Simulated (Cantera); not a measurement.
Charge: 1 mol SiC, 0.0014 mol H2O, 14 mol N2, 0.036 mol O2, held at 1550 K.

Cantera equilibrium calculation (NASA polynomials, part measured and part estimated; ideal gas, pure solids and liquids). Candidate condensed phases: C, C6H6, C7H8, C8H18, H2O, Si, SiC, SiO2, Si2N2O, Si3N4; 151 gas species. Mutual solubility and eutectic melting of coexisting phases are not modelled. Rates play no part.

Task: Which condensed phases are stable at each of these points (P (Pa)): 0.100, 0.750, 5.60, 42, 320, 2400, 18000, 130000, 1000000?

Result: 
```tsv
P (Pa)	condensed phases	Si condensed (%)
0.100	SiC(s)	94.2
0.750	SiC(s)	95.8
5.60	SiC(s)	96.3
42	SiC(s)	96.3
320	SiC(s) + Si2N2O(s)	99.3
2400	SiC(s) + Si2N2O(s)	100.0
18000	C(graphite) + Si2N2O(s) + Si3N4(s)	100.0
130000	C(graphite) + Si2N2O(s) + Si3N4(s)	100.0
1000000	C(graphite) + Si2N2O(s) + Si3N4(s)	100.0
```

From 0.100 Pa to 42.0 Pa the condensed part is SiC(s). From 3.20 mbar to 24.0 mbar the condensed part is SiC(s) + Si2N2O(s). From 0.180 bar to 10.0 bar the condensed part is C(graphite) + Si2N2O(s) + Si3N4(s).
